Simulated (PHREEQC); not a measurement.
# Copper plating or etch bath (model solution)

Dissolve 0.0025 mol/kgw CuCl2, 0.2 mol/kgw H2SO4 and 0.00034 mol/kgw KCl at 25 °C. Closed to the air; pH follows from the charge balance.

All values are PHREEQC results (ion-association model, phreeqc.dat), not measurements.

Precipitation was switched off in this run.

Q: Estimate the pH.

A: pH 0.75.

Q: In which forms is K present?

A: K+ 95 %, KSO4- 4.6 % of the K.
